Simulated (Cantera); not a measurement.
Input (Python, Cantera) and output of one run.

```python
import numpy as np
import cantera as ct

gas_names = [...]  # 45 gases of nasa_gas.yaml made of Ba, F, H, N, O
cond_names = """
    Ba(cr) Ba(L) BaF2(a) BaF2(b,c) BaF2(L) BaO(s) BaO(L) BaO2H2(s) BaO2H2(L) H2O(s) H2O(L)
""".split()


# ... load() reads the species with a 1 bar reference pressure and builds the phases ...
atoms = {
    'BaF2': {'Ba': 1, 'F': 2},
    'H2O': {'H': 2, 'O': 1},
    'N2': {'N': 2},
    'O2': {'O': 2},
}
top_T = {}  # K; cautious upper limits of use, not melting points


# ... equilibrate(T, P, feed) seeds the gas with the atoms and calls Mixture.equilibrate('TP', solver="vcs", rtol=1e-11, max_steps=5000) ...
results = []
feed = {'BaF2': 1, 'H2O': 4.2, 'N2': 36, 'O2': 0.36}  # mol
T = 1998  # K
for P in [0.1, 0.56, 3.2, 18, 100, 560, 3200, 18000, 100000]:
    mix = equilibrate(T, P, feed)
    results.append((T, P, feed, dict(zip(mix.species_names, mix.species_moles))))

top = {s: max(r[3][s] / sum(r[3][g] for g in gas_names) for r in results) for s in gas_names}
cols = sorted((s for s in top if top[s] > 1e-05), key=lambda s: -top[s])[:8]
seen = [c for c in cond_names if any(r[3].get(c, 0) > 1e-12 for r in results)]
print("log10 of partial pressures in bar; condensed amounts in mol")
print(f"{'P/Pa':>10s}" + "".join(f"{s[:9]:>10s}" for s in cols + seen))
for T, P, feed, n in results:
    ng = sum(n[g] for g in gas_names)
    print(f"{P:10.4g}" + "".join(f"{np.log10(max(n[s] / ng * P / 1e5, 1e-99)):10.3f}" for s in cols)
          + "".join(f"{n.get(c, 0):10.4g}" for c in seen))
```

Result:

```
log10 of partial pressures in bar; condensed amounts in mol
      P/Pa        N2         H       H2O         O      BaF2        HF        O2        H2    BaO(s)
       0.1    -6.134    -6.889    -8.619    -7.159    -8.492    -7.704    -7.955    -8.188         0
      0.56    -5.364    -6.324    -7.000    -6.670    -7.577    -6.976    -6.978    -7.058         0
       3.2    -4.584    -5.925    -5.831    -6.297    -6.584    -6.289    -6.232    -6.261         0
        18    -3.820    -5.626    -4.907    -5.972    -5.645    -5.654    -5.582    -5.663         0
       100    -3.069    -5.375    -4.086    -5.654    -4.782    -5.034    -4.946    -5.160         0
       560    -2.317    -5.149    -3.305    -5.324    -3.975    -4.349    -4.286    -4.708   0.02201
      3200    -1.559    -4.939    -2.532    -4.971    -3.203    -3.577    -3.579    -4.289   0.06832
   1.8e+04    -0.808    -4.744    -1.775    -4.605    -2.449    -2.821    -2.847    -3.898   0.08134
     1e+05    -0.063    -4.555    -1.027    -4.235    -1.703    -2.074    -2.107    -3.520   0.08493
```

These are equilibrium values from Cantera (NASA tables, ideal gas, pure condensed phases), not measurements of a reactor.
